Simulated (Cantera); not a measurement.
Feed: 1 mol Si3N4, 0.0019 mol H2O, 2.1 mol H2, equilibrated at 7.50 Torr.

These are equilibrium values from Cantera (NASA tables, ideal gas, pure condensed phases), not measurements of a reactor. Candidate condensed phases: H2O, Si, SiO2, Si2N2O, Si3N4; 35 gas species. Mutual solubility and eutectic melting of coexisting phases are not modelled. Gases not in the tables: Si2H6 and higher silanes. The numbers say what is thermodynamically allowed, not how fast it happens.

Problem. Which condensed phases are stable at each of these points (T (°C)): 1350, 1400, 1450, 1500, 1550, 1600, 1650, 1700, 1750, 1800?

Solution. 
```csv
T (°C),condensed phases,Si condensed (%)
1350,Si(s) + Si3N4(s),99.9
1400,Si(s) + Si3N4(s),99.9
1450,Si(l) + Si3N4(s),99.9
1500,Si(l),99.9
1550,Si(l),99.9
1600,Si(l),99.8
1650,Si(l),99.7
1700,Si(l),99.4
1750,Si(l),99.0
1800,Si(l),98.4
```

From 1350 °C to 1400 °C the condensed part is Si(s) + Si3N4(s). At 1450 °C the condensed part is Si(l) + Si3N4(s). From 1500 °C to 1800 °C the condensed part is Si(l).
